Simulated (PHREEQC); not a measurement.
Dissolve 6.6 mmol/kgw ZnSO4 and 0.034 mmol/kgw H2SO4 at 3.5 °C. Closed to the air; pH follows from the charge balance.

Equilibrium calculation in PHREEQC: ion-association model, wateq4f.dat.

```json
[
 {"quantity": "pH", "before": "4.29", "after": "4.53"},
 {"quantity": "ionic strength (mol/kgw)", "before": "0.0196", "after": "0.0177"},
 {"quantity": "SO4-2 (mol/kgw)", "before": "0.00481", "after": "0.00437"},
 {"quantity": "HSO4- (mol/kgw)", "before": "1.07e-5", "after": "3.89e-5"}
]
```

Task: Name the change that produced these shifts.
(A) diluted 5-fold with water
(B) temperature from 3.5 to 85 °C
(C) H2SO4 from 3.4e-05 to 3.06e-05 mol/kgw
(D) temperature from 3.5 to 10 °C
(E) diluted 2-fold with water

Result: B, temperature from 3.5 to 85 °C

This is a speciation only: nothing precipitates in the calculation. Constants without temperature data keep their 25 °C values here.
